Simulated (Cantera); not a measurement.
Feed: 1 mol Si2H6, 1.5 mol HCl, 9.3 mol H2, at 1 atm.

Equilibrium computed with Cantera from the NASA thermochemical tables; the gas is ideal and each condensed phase is pure. Candidate condensed phases: Si; 19 gas species. The feed counts by its element totals alone. The tables' values for SiCl3 are old estimates; treat these amounts as uncertain. Rates play no part. All values below are at 877 °C.

Base state: H2 0.952, HCl 0.0209, SiCl4 0.0122, SiHCl3 0.0113, SiH2Cl2 0.00131, SiCl3 0.00106, SiCl2 0.00101, SiH3Cl 4.08e-5 (mole fractions); condensed: Si(s).

Task: What changes in the equilibrium state with this change: pressure from 1 atm to 13.3 mbar?

Result: 
| species | before | after |
|---|---|---|
| H2 | 0.952 | 0.928 |
| HCl | 0.0209 | 0.0535 |
| SiCl4 | 0.0122 | 0.00718 |
| SiHCl3 | 0.0113 | 0.00253 |
| SiH3Cl | 4.08e-5 | 1.33e-6 |
| SiH2Cl2 | 0.00131 | 0.000112 |
| SiCl2 | 0.00101 | 0.00678 |
| SiCl3 | 0.00106 | 0.00211 |
| Si(s), mol | 1.64 | 1.74 |
